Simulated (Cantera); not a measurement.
A Cantera script and what it prints.

```python
import numpy as np
import cantera as ct

gas_names = """
    CL CL2 H HCL H2 N NH NH2 NH3 N2 N2H2 N2H4 Si SiCL SiCL2 SiCL3 SiCL4 SiH SiHCL3 SiH2 SiH2CL2 SiH3
    SiH3CL SiH4 SiN Si2 Si2N Si3
""".split()
cond_names = """
    NH4CL(a) NH4CL(b) Si(cr) Si(L) Si3N4(a)
""".split()


# ... load() reads the species with a 1 bar reference pressure and builds the phases ...
atoms = {
    'SiHCl3': {'Si': 1, 'H': 1, 'CL': 3},
    'Cl2': {'CL': 2},
    'N2': {'N': 2},
}
top_T = {'Si3N4(a)': 2400}  # K; cautious upper limits of use, not melting points


# ... equilibrate(T, P, feed) seeds the gas with the atoms and calls Mixture.equilibrate('TP', solver="vcs", rtol=1e-11, max_steps=5000) ...
results = []
feed = {'SiHCl3': 1, 'Cl2': 0.11, 'N2': 10}  # mol
P = 180  # Pa
for T in [948, 998, 1048, 1098, 1148, 1198, 1248]:
    mix = equilibrate(T, P, feed)
    results.append((T, P, feed, dict(zip(mix.species_names, mix.species_moles))))
    x = sorted(zip(gas.X, gas.species_names), reverse=True)
    print(f"T = {T:g} K  P = {P:g} Pa  gas = {mix.phase_moles(0):.4g} mol")
    print("   x: " + "  ".join(f"{s} {v:.3e}" for v, s in x if v > 0.0001))
    print("   condensed (mol): " + ("  ".join(f"{mix.phase(i).name} {mix.phase_moles(i):.4g}"
          for i in range(1, mix.n_phases) if mix.phase_moles(i) > 1e-12) or "none"))
```

Result:

```
T = 948 K  P = 180 Pa  gas = 11.25 mol
   x: N2 8.647e-01  HCL 7.720e-02  SiCL4 5.222e-02  H2 5.847e-03
   condensed (mol): Si3N4(a) 0.1373
T = 998 K  P = 180 Pa  gas = 11.25 mol
   x: N2 8.644e-01  HCL 7.809e-02  SiCL4 5.192e-02  H2 5.394e-03  SiCL3 1.353e-04
   condensed (mol): Si3N4(a) 0.138
T = 1048 K  P = 180 Pa  gas = 11.25 mol
   x: N2 8.642e-01  HCL 7.882e-02  SiCL4 5.154e-02  H2 5.015e-03  SiCL3 3.499e-04
   condensed (mol): Si3N4(a) 0.1385
T = 1098 K  P = 180 Pa  gas = 11.26 mol
   x: N2 8.639e-01  HCL 7.940e-02  SiCL4 5.093e-02  H2 4.702e-03  SiCL3 8.254e-04  SiCL2 1.881e-04
   condensed (mol): Si3N4(a) 0.1383
T = 1148 K  P = 180 Pa  gas = 11.26 mol
   x: N2 8.634e-01  HCL 7.982e-02  SiCL4 4.977e-02  H2 4.449e-03  SiCL3 1.788e-03  SiCL2 7.093e-04
   condensed (mol): Si3N4(a) 0.1369
T = 1198 K  P = 180 Pa  gas = 11.29 mol
   x: N2 8.624e-01  HCL 7.998e-02  SiCL4 4.742e-02  H2 4.268e-03  SiCL3 3.554e-03  SiCL2 2.356e-03
   condensed (mol): Si3N4(a) 0.1324
T = 1248 K  P = 180 Pa  gas = 11.35 mol
   x: N2 8.600e-01  HCL 7.968e-02  SiCL4 4.274e-02  SiCL2 6.887e-03  SiCL3 6.387e-03  H2 4.189e-03
   condensed (mol): Si3N4(a) 0.1212
```

These are equilibrium values from Cantera (NASA tables, ideal gas, pure condensed phases), not measurements of a reactor. N2 is the only nitrogen source here; it is nearly inert below about 1500 K, so the nitride shown seldom forms there in practice. The tables' values for SiCl3 are old estimates; treat these amounts as uncertain.
